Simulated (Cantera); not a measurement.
Feed: 1 mol borazine, 0.22 mol O₂, 62 mol N₂, at 1098 K and 133 Pa.

Method: chemical equilibrium by Gibbs-energy minimisation in Cantera with the NASA 1993 tables (ideal gas, pure condensed phases). Candidate condensed phases: B, BN, B₂O₃, B₃O₃H₃, H₂O; 39 gas species. The feed counts by its element totals alone. Mutual solubility and eutectic melting of coexisting phases are not modelled. Kinetics and transport are ignored.

Base state: N₂ 0.954, H₂ 0.0460, H₂O 4.65e-5, HBO₂ 3.15e-5 (mole fractions); condensed: BN(s) + B₂O₃(l).

Task: What changes in the equilibrium state with this change: temperature from 1098 K to 1850 K?

Result: 
```
species        before     after
------------  -------  --------
N₂              0.954     0.948
H₂             0.0460    0.0429
BO              <1e-9   0.00306
B₂O₂            <1e-9  0.000524
H             1.45e-7   0.00306
HBO           5.54e-7   0.00254
BN(s), mol       2.71      2.56
B₂O₃(l), mol    0.144         0
```
